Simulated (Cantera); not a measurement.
Charge: 1 mol Ta2O5, 16 mol CO, held at 2498 K and 13.3 mbar.

Method: chemical equilibrium by Gibbs-energy minimisation in Cantera with the NASA 1993 tables (ideal gas, pure condensed phases). Candidate condensed phases: C, Ta, TaC, Ta2O5; 15 gas species. Equilibrium is a limit: real reactors are often held back by kinetics, nucleation or transport.

Base state: CO 0.974, TaO2 0.0165, CO2 0.00875, TaO 0.000577, O 0.000353 (mole fractions); condensed: Ta2O5(l).

What changes in the equilibrium state with this change: temperature from 2498 K to 2300 K?


```tsv
species	before	after
CO	0.974	0.994
TaO2	0.0165	0.00335
CO2	0.00875	0.00212
O	0.000353	9.22e-6
TaO	0.000577	0.000301
Ta2O5(l), mol	0.861	0.971
```

What changes in the equilibrium state with this change: pressure from 13.3 mbar to 8.40 mbar?


```csv
species,before,after
CO,0.974,0.964
TaO2,0.0165,0.0228
CO2,0.00875,0.0115
O2,8.06e-6,2.25e-5
O,0.000353,0.000743
"Ta2O5(l), mol",0.861,0.808
```
